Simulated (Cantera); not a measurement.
A jet of CH4 : O2 : N2 = 0.034 : 0.14 : 0.79 (molar parts), equivalence ratio 0.49 at 300 K and 0.0320 bar hits a platinum plate 7.8 cm away at a mass flux of 0.059 kg/m²/s; the plate temperature is set and raised in steps from an oxygen-covered start.

Computed with Cantera and Deutschmann's 1995 Pt surface mechanism with GRI-Mech 3.0 gas chemistry. Catalytic surfaces can have several steady states; this one follows from the mechanism file's or the stated starting coverage.

One state of this run: wall x CH4 = 0.0115; wall x O2 = 0.0947; wall x H2O = 0.0439; wall x OH = 1.99e-6; wall x CO = 1.73e-5; wall x CO2 = 0.0291; θ free Pt = 0.546; θ O* = 0.453. x: mole fraction at the wall; θ: surface coverage.

Which value of plate T (K) does it belong to?
A. 1050
B. 900
C. 1200
D. 1100

D, 1100
